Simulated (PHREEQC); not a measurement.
Consider water at 30 °C with 11 mmol/kgw NH3. Closed to the air; pH follows from the charge balance.

The numbers come from PHREEQC with the ion-association model, wateq4f.dat.

Precipitation was switched off in this run.

Q: What pH does the model give?

A: pH 10.48.

Q: In which forms is N present?

A: NH3 96 %, NH4+ 4.1 % of the N.
